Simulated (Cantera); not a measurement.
A closed system holds: 1 mol V, 0.74 mol NH3, 0.34 mol N2, at 74.0 Pa.

Method: chemical equilibrium by Gibbs-energy minimisation in Cantera with the NASA 1993 tables (ideal gas, pure condensed phases). Candidate condensed phases: V, VN; 11 gas species. VN: taken at fixed stoichiometry. Condensed phases not in the tables: V2N, N, O or C dissolved in the metal. Rates play no part.

x: gas mole fraction; n: condensed amount in mol.

| T (K) | x H2 | x N2 | x V | x H | x VN | n VN(s) | n V(s) | n V(l) |
|---|---|---|---|---|---|---|---|---|
| 1373 | 0.841 | 0.159 | 3.58e-11 | 0.000112 | <1e-12 | 1.00 | 0 | 0 |
| 1473 | 0.841 | 0.159 | 2.61e-9 | 0.000426 | <1e-12 | 1.00 | 0 | 0 |
| 1573 | 0.840 | 0.159 | 1.09e-7 | 0.00137 | … | 1.00 | 0 | 0 |
| 1673 | 0.837 | 0.159 | 2.90e-6 | 0.00383 | … | 1.000 | 0 | 0 |
| 1773 | 0.832 | 0.158 | 5.29e-5 | 0.00954 | … | 1.000 | 0 | 0 |
| 1873 | 0.595 | 0.386 | 0.000398 | 0.0183 | … | 0 | 0.999 | 0 |
| 1973 | 0.578 | 0.382 | 0.00206 | 0.0377 | … | 0 | 0.996 | 0 |
| 2073 | 0.547 | 0.373 | 0.00903 | 0.0715 | … | 0 | 0.983 | 0 |
| 2173 | 0.489 | 0.352 | 0.0344 | 0.124 | … | 0 | 0.931 | 0 |
| 2273 | 0.388 | 0.309 | 0.111 | 0.192 | … | 0 | 0 | 0.746 |
| 2373 | 0.224 | 0.221 | 0.311 | 0.243 | … | 0 | 0 | 0 |

Question: Fill in the missing entries.

Answer: 
- 1573, x VN: 1.83e-12
- 1673, x VN: 4.90e-11
- 1773, x VN: 8.99e-10
- 1873, x VN: 1.06e-8
- 1973, x VN: 5.48e-8
- 2073, x VN: 2.38e-7
- 2173, x VN: 8.82e-7
- 2273, x VN: 2.66e-6
- 2373, x VN: 6.32e-6
